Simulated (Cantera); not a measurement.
An isothermal, constant-pressure homogeneous reactor starts with 0.540 % CO, 0.806 % O2, 0.403 % H2O, 98.3 % N2, equivalence ratio 0.34, at 1375 K and 1000000 Pa.

Computed with Cantera and GRI-Mech 3.0 (53 species, 325 reactions).

One state of this run: x CO = 6.51e-6; x O2 = 0.00537; x H2O = 0.00404; x H = 4.78e-9; x H2 = 1.04e-7; x H2O2 = 9.85e-10. x: mole fraction; the columns are a selection and need not sum to one.

Task: Which value of t (s) does it belong to?
(A) 0.0295
(B) 4.35e-6
(C) 10.6
(D) 200

Result: A, 0.0295
